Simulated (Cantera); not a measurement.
An isothermal plug-flow reactor at 700 K and 578 Torr (inlet), inlet velocity 0.091 m/s, active area per volume 160 1/m; feed H2 : O2 : N2 = 0.024 : 0.2 : 0.79 (molar parts), equivalence ratio 0.060.

Model: Deutschmann's 1995 Pt surface mechanism with GRI-Mech 3.0 gas chemistry, integrated in Cantera. Catalytic surfaces can have several steady states; this one follows from the mechanism file's or the stated starting coverage. Mass transfer to the wall is taken as infinitely fast.

One state of this run: x H2 = 0.000190; x O2 = 0.188; x H2O = 0.0238; θ free Pt = 0.00733; θ O* = 0.990; θ OH* = 0.00225. x: gas mole fraction; θ: surface coverage.

Which value of z (m) does it belong to?
A. 0.00036
B. 0.0013
C. 0.0026
D. 0.0049

D, 0.0049
